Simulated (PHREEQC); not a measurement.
Make-up at 30 °C: 0.0011 mol HF, 0.029 mol NH4HF2 and 0.035 mol (NH4)2SiF6 per kg of water. It is in equilibrium with CO2 at log p = 0 (atm). Otherwise closed; pH follows from the charge balance.

Computed with PHREEQC (ion-association model, phreeqc.dat).

| quantity | before | after |
|---|---|---|
| pH | 3.08 | 2.98 |
| ionic strength (mol/kgw) | 0.135 | 0.135 |
| F- (mol/kgw) | 0.0272 | 0.0277 |
| HF (mol/kgw) | 0.0263 | 0.0263 |
| HF2- (mol/kgw) | 0.00283 | 0.00254 |
| HCO3- (mol/kgw) | 2.19e-5 | 2.12e-5 |
| SI of Quartz (SiO2) | -5.48 | -6.34 |

Q: Name the change that produced these shifts.
A) NH4HF2 replaced by NH4F at the same molality
B) HF replaced by NH4F at the same molality
C) NH4HF2 left out
D) temperature from 30 to 15 °C

A: D, temperature from 30 to 15 °C

Precipitation was switched off in this run. Carbamate, which ammonia and carbonate form, is missing from the database. SiF6-2 is the database's only silicon fluoride.
